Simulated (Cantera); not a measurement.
Input (Python, Cantera) and output of one run.

```python
import numpy as np
import cantera as ct

gas_names = [...]  # 113 gases of nasa_gas.yaml made of C, H, O, Ti
cond_names = """
    C(gr) C6H6(L) C7H8(L) C8H18(L),n-octa H2O(s) H2O(L) Ti(a) Ti(b) Ti(L) TiC(s) TiC(L) TiO(a) TiO(b)
    TiO(L) TiO2(ru) TiO2(L) Ti2O3(a) Ti2O3(b) Ti2O3(L) Ti3O5(a) Ti3O5(b) Ti3O5(L) Ti4O7(s) Ti4O7(L)
""".split()


# ... load() reads the species with a 1 bar reference pressure and builds the phases ...
atoms = {
    'Ti': {'Ti': 1},
    'H2O': {'H': 2, 'O': 1},
    'CH4': {'C': 1, 'H': 4},
}
top_T = {'C(gr)': 4500}  # K; cautious upper limits of use, not melting points


# ... equilibrate(T, P, feed) seeds the gas with the atoms and calls Mixture.equilibrate('TP', solver="vcs", rtol=1e-11, max_steps=5000) ...
results = []
feed = {'Ti': 1, 'H2O': 0.19, 'CH4': 3.1}  # mol
T = 1323  # K
for P in [10, 46, 220, 1000, 4600, 22000, 100000]:
    mix = equilibrate(T, P, feed)
    results.append((T, P, feed, dict(zip(mix.species_names, mix.species_moles))))

top = {s: max(r[3][s] / sum(r[3][g] for g in gas_names) for r in results) for s in gas_names}
cols = sorted((s for s in top if top[s] > 1e-06), key=lambda s: -top[s])[:7]
seen = [c for c in cond_names if any(r[3].get(c, 0) > 1e-12 for r in results)]
print("log10 of partial pressures in bar; condensed amounts in mol")
print(f"{'P/Pa':>10s}" + "".join(f"{s[:9]:>10s}" for s in cols + seen))
for T, P, feed, n in results:
    ng = sum(n[g] for g in gas_names)
    print(f"{P:10.4g}" + "".join(f"{np.log10(max(n[s] / ng * P / 1e5, 1e-99)):10.3f}" for s in cols)
          + "".join(f"{n.get(c, 0):10.4g}" for c in seen))
```

It prints:

```
log10 of partial pressures in bar; condensed amounts in mol
      P/Pa        H2        CO       CH4         H       H2O      C2H4       CO2     C(gr)    TiC(s)  Ti3O5(b)
        10    -4.013    -5.540   -10.193    -7.806   -11.687   -13.781   -13.482      1.91         1         0
        46    -3.350    -4.877    -8.868    -7.475   -10.362   -12.456   -12.157      1.91         1         0
       220    -2.670    -4.197    -7.508    -7.135    -9.002   -11.097   -10.797      1.91         1         0
      1000    -2.013    -3.539    -6.193    -6.806    -7.687    -9.781    -9.482      1.91         1         0
      4600    -1.350    -2.877    -4.868    -6.475    -6.362    -8.456    -8.157     1.908         1         0
   2.2e+04    -0.671    -2.197    -3.510    -6.135    -5.003    -7.098    -6.798     1.901         1         0
     1e+05    -0.010    -1.794    -2.188    -5.805    -3.939    -5.776    -5.992     2.006    0.9486   0.01712
```

Equilibrium computed with Cantera from the NASA thermochemical tables; the gas is ideal and each condensed phase is pure. Mutual solubility and eutectic melting of coexisting phases are not modelled. TiC: taken at fixed stoichiometry.
